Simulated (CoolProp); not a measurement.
The numbers come from the reference Helmholtz-energy equation of state, de Reuck 1990 in CoolProp.

Task: For fluorine, give the phase and the cp (kJ/(kg K)), cv (kJ/(kg K)), speed of sound (m/s) at 119.1 K and 0.632 bar; 119.1 K and 9.28 bar; 119.1 K and 29.4 bar.

Result: 
- 119.1 K and 0.632 bar: gas; cp 0.778, cv 0.552, speed of sound 190
- 119.1 K and 9.28 bar: gas; cp 0.968, cv 0.609, speed of sound 179
- 119.1 K and 29.4 bar: liquid; cp 1.78, cv 0.734, speed of sound 534
